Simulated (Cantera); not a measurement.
Input: 1 mol Si3N4, 1.2 mol O2, 3.8 mol N2, equilibrated at 1252 °C and 101000 Pa.

Equilibrium computed with Cantera from the NASA thermochemical tables; the gas is ideal and each condensed phase is pure. Candidate condensed phases: Si, SiO2, Si2N2O, Si3N4; 16 gas species. Mutual solubility and eutectic melting of coexisting phases are not modelled. The tables hold silica as quartz up to 1696 K and as liquid above; real silica turns to tridymite and cristobalite and melts near 1996 K. Equilibrium is a limit: real reactors are often held back by kinetics, nucleation or transport.

Problem. What is the equilibrium state?

Solution. 
| Quantity | Value |
|---|---|
| x(N2) | 1.000 |
| x(SiO) | 4.22e-6 |
| n(SiO2(β-quartz)) | 0.600 mol |
| n(Si2N2O(s)) | 1.20 mol |
| gas amount | 4.600 mol |
| log10 activity of Si(s) (absent) | -4.55 |
